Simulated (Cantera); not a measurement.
**Dilute partial oxidation**

A perfectly stirred reactor is fed with CH3OH : O2 : N2 = 0.0062 : 0.0022 : 1 (molar parts), at 500000 Pa; it is held at 1125 K, and followed from long to short residence time.

Detailed kinetics in Cantera: GRI-Mech 3.0 (53 species, 325 reactions). GRI-Mech 3.0 was tuned for natural gas; its chemistry of methanol as a main component is partial and can be far from experiment.

```csv
τ (s),x CH3OH,x O2,x HCN,x CH3,x CO2
9.5,2.37e-6,1.58e-5,1.25e-10,1.59e-8,0.00102
1.9,7.88e-6,4.64e-5,2.34e-10,3.03e-8,0.000773
0.38,0.000120,0.000234,1.32e-11,3.20e-9,0.000839
0.077,0.000479,0.000376,1.16e-11,4.02e-9,0.000607
0.015,0.00130,0.000580,1.56e-11,7.51e-9,0.000298
0.0031,0.00327,0.00115,5.13e-12,5.74e-9,6.26e-5
0.00062,0.00615,0.00218,<1e-12,4.22e-9,8.34e-9
0.00012,0.00615,0.00218,<1e-12,2.26e-9,1.60e-9
```
x: mole fraction; the columns are a selection and need not sum to one.
